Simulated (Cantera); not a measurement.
# Catalytic combustion on Pt

An isothermal plug-flow reactor at 825 K and 4.54 atm (inlet), inlet velocity 3.6 m/s, active area per volume 990 1/m; feed 0.279 % CO, 18.6 % O₂, 73.6 % N₂, 7.54 % H₂O.

Cantera simulation using Deutschmann's 1995 Pt surface mechanism with GRI-Mech 3.0 gas chemistry; the numbers are that mechanism's predictions, not measurements. Catalytic surfaces can have several steady states; this one follows from the mechanism file's or the stated starting coverage. Mass transfer to the wall is taken as infinitely fast.

```
z (m)        x CO   x O₂   x H₂O     x CO₂  θ free Pt   θ O*    θ OH*
-------  --------  -----  ------  --------  ---------  -----  -------
0.00049   0.00274  0.186  0.0754   5.84e-5     0.0220  0.969  0.00806
0.00086   0.00269  0.186  0.0754  0.000101     0.0219  0.970  0.00805
0.0015    0.00262  0.186  0.0754  0.000174     0.0218  0.970  0.00804
0.0027    0.00249  0.186  0.0754  0.000303     0.0217  0.970  0.00801
0.0049    0.00227  0.186  0.0754  0.000519     0.0214  0.970  0.00797
0.0086    0.00196  0.186  0.0755  0.000833     0.0211  0.971  0.00790
0.015     0.00153  0.186  0.0755   0.00126     0.0206  0.971  0.00782
0.027    0.000985  0.185  0.0755   0.00181     0.0201  0.972  0.00772
0.049    0.000457  0.185  0.0755   0.00234     0.0196  0.973  0.00764
```
x: gas mole fraction; θ: surface coverage.
